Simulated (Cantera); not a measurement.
Cantera run:

```python
import numpy as np
import cantera as ct

gas_names = """
    H HO2 H2 H2O H2O2 Li LiH LiO LiOH Li2 Li2O Li2O2 Li2O2H2 O OH O2 O3
""".split()
cond_names = """
    H2O(s) H2O(L) Li(cr) Li(L) LiH(s) LiH(L) LiOH(s) LiOH(L) Li2O(s) Li2O(L)
""".split()


# ... load() reads the species with a 1 bar reference pressure and builds the phases ...
atoms = {
    'LiOH': {'Li': 1, 'O': 1, 'H': 1},
    'H2': {'H': 2},
    'O2': {'O': 2},
}
top_T = {}  # K; cautious upper limits of use, not melting points


# ... equilibrate(T, P, feed) seeds the gas with the atoms and calls Mixture.equilibrate('TP', solver="vcs", rtol=1e-11, max_steps=5000) ...
results = []
feed = {'LiOH': 1, 'H2': 0.16, 'O2': 0.088}  # mol
P = 1000  # Pa
for T in [873, 973, 1073, 1173, 1273, 1373, 1473, 1573, 1673]:
    mix = equilibrate(T, P, feed)
    results.append((T, P, feed, dict(zip(mix.species_names, mix.species_moles))))

top = {s: max(r[3][s] / sum(r[3][g] for g in gas_names) for r in results) for s in gas_names}
cols = sorted((s for s in top if top[s] > 0.0001), key=lambda s: -top[s])[:6]
seen = [c for c in cond_names if any(r[3].get(c, 0) > 1e-12 for r in results)]
print("log10 of partial pressures in bar; condensed amounts in mol")
print(f"{'T/K':>10s}" + "".join(f"{s[:9]:>10s}" for s in cols + seen))
for T, P, feed, n in results:
    ng = sum(n[g] for g in gas_names)
    print(f"{T:10.4g}" + "".join(f"{np.log10(max(n[s] / ng * P / 1e5, 1e-99)):10.3f}" for s in cols)
          + "".join(f"{n.get(c, 0):10.4g}" for c in seen))
```

Output:

```
log10 of partial pressures in bar; condensed amounts in mol
       T/K       H2O      LiOH        O2      Li2O        Li   Li2O2H2   Li2O(s)
       873    -2.005    -7.065    -3.922   -16.102   -17.620    -7.833       0.5
       973    -2.005    -5.934    -3.922   -13.509   -14.829    -7.098       0.5
      1073    -2.006    -5.009    -3.922   -11.392   -12.554    -6.489    0.4997
      1173    -2.008    -4.256    -3.923    -9.666   -10.682    -6.011    0.4981
      1273    -2.016    -3.628    -3.927    -8.221    -9.109    -5.623    0.4919
      1373    -2.041    -3.105    -3.940    -6.996    -7.768    -5.316    0.4724
      1473    -2.109    -2.680    -3.970    -5.946    -6.609    -5.103    0.4213
      1573    -2.260    -2.358    -4.027    -5.038    -5.593    -5.015    0.3103
      1673    -2.549    -2.155    -4.086    -4.245    -4.700    -5.098     0.128
```

Cantera equilibrium calculation (NASA polynomials, part measured and part estimated; ideal gas, pure solids and liquids).
